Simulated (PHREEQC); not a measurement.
Consider water at 25 °C with 0.0075 mol H2SO4, 3.4e-05 mol AlCl3 and 0.0016 mol KCl per kg of water. Closed to the air; pH follows from the charge balance.

Model: ion-association model, wateq4f.dat, run in PHREEQC.

| quantity | before | after |
|---|---|---|
| pH | 1.97 | 3.83 |
| ionic strength (mol/kgw) | 0.0179 | 0.000241 |

Which change was made?
A) H2SO4 from 0.0075 to 0.0375 mol/kgw
B) diluted 100-fold with water
C) temperature from 25 to 15 °C
D) 0.00075 mol/kgw K2CO3 added
E) KCl replaced by FeCl2 at the same molality

B, diluted 100-fold with water

No solid was allowed to form.
